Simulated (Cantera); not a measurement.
# Adiabatic ignition

An adiabatic, constant-volume homogeneous reactor starts with CH₃OH : O₂ : N₂ = 1 : 3.49 : 19.5 (molar parts), at 1123 K and 975 Torr.

Cantera simulation using GRI-Mech 3.0 (53 species, 325 reactions); the numbers are that mechanism's predictions, not measurements. GRI-Mech 3.0 was tuned for natural gas; its chemistry of methanol as a main component is partial and can be far from experiment.

```csv
t (s),T (K),P (bar),x CH₃OH,x O₂,x CH₂,x N₂O,x CH₃
6.00e-6,1123,1.30,0.0417,0.145,3.82e-12,<1e-12,5.55e-10
1.47e-5,1123,1.30,0.0417,0.145,3.82e-12,<1e-12,1.30e-9
3.59e-5,1123,1.30,0.0417,0.145,3.82e-12,<1e-12,2.84e-9
8.77e-5,1123,1.30,0.0417,0.145,3.82e-12,<1e-12,5.41e-9
0.000214,1123,1.30,0.0417,0.145,3.82e-12,<1e-12,7.97e-9
0.000524,1123,1.30,0.0417,0.145,3.82e-12,<1e-12,8.77e-9
0.00128,1123,1.30,0.0417,0.145,3.82e-12,<1e-12,8.67e-9
0.00313,1123,1.30,0.0417,0.145,3.82e-12,5.85e-12,8.39e-9
0.00766,1123,1.30,0.0417,0.145,3.82e-12,3.51e-11,7.76e-9
0.0187,1123,1.30,0.0416,0.145,3.83e-12,2.30e-10,6.16e-9
0.0458,2070,2.45,<1e-12,0.0808,<1e-12,4.91e-7,<1e-12
0.112,2069,2.45,<1e-12,0.0806,<1e-12,4.89e-7,<1e-12
0.274,2067,2.44,<1e-12,0.0802,<1e-12,4.85e-7,<1e-12
0.669,2062,2.44,<1e-12,0.0794,<1e-12,4.81e-7,<1e-12
1.64,2057,2.43,<1e-12,0.0785,<1e-12,4.78e-7,<1e-12
4.00,2055,2.43,<1e-12,0.0782,<1e-12,4.78e-7,<1e-12
```
x: mole fraction; the columns are a selection and need not sum to one.

```json
{
  "time_of_steepest_temperature_rise": "38.5 ms",
  "temperature at 4.00 s": "2055 K",
  "equilibrium_temperature": "2055 K",
  "x(CH₃OH) at 4.00 s": "<1e-12 (gas-phase equilibrium <1e-12)",
  "x(O₂) at 4.00 s": "0.0782 (gas-phase equilibrium 0.0781)",
  "x(CH₂) at 4.00 s": "<1e-12 (gas-phase equilibrium <1e-12)"
}
```
